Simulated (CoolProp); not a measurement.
Values from CoolProp's reference Helmholtz-energy equation of state, Lemmon 2006. It is a short technical equation, of lower accuracy than the large ones.

Question: For C2F6 (R116), give the phase and the cv (kJ/(kg K)) at 228.1 K and 101 kPa; 249.8 K and 101 kPa; 336.5 K and 101 kPa.

Answer: 
- 228.1 K and 101 kPa: gas; cv 0.596
- 249.8 K and 101 kPa: gas; cv 0.633
- 336.5 K and 101 kPa: gas; cv 0.769
